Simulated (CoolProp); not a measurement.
Saturation properties of c-C4F8 (RC318) (Tc = 115.2 °C, pc = 27.78 bar, ω = 0.355).

The numbers come from the reference Helmholtz-energy equation of state, Platzer 1990 in CoolProp. This equation is an older, rougher fit; its heat capacities, sound speeds and derivatives of the liquid may be far off and weren't checked against measurements.

| T (°C) | p (bar) | liquid density (kg/m³) | vapour density (kg/m³) | liquid viscosity (µPa s) |
|---|---|---|---|---|
| -30.95 | 0.3163 | 1701 | 3.200 | 891 |
| -19.95 | 0.5466 | 1664 | 5.341 | 733 |
| -8.95 | 0.8943 | 1626 | 8.482 | 610 |
| 2.15 | 1.402 | 1586 | 12.97 | 511 |
| 13.15 | 2.101 | 1545 | 19.09 | 432 |
| 24.15 | 3.041 | 1502 | 27.30 | 367 |
| 35.25 | 4.283 | 1456 | 38.27 | 312 |
| 46.25 | 5.857 | 1407 | 52.50 | 266 |
| 57.35 | 7.848 | 1354 | 71.28 | 226 |
| 68.35 | 10.28 | 1295 | 95.77 | 191 |
| 79.35 | 13.24 | 1229 | 128.6 | 160 |

It boils at -6.0 °C under 1 atm.

Viscosity comes from a separate model (Huber 2003), an estimate that may be off by 10 % or more.
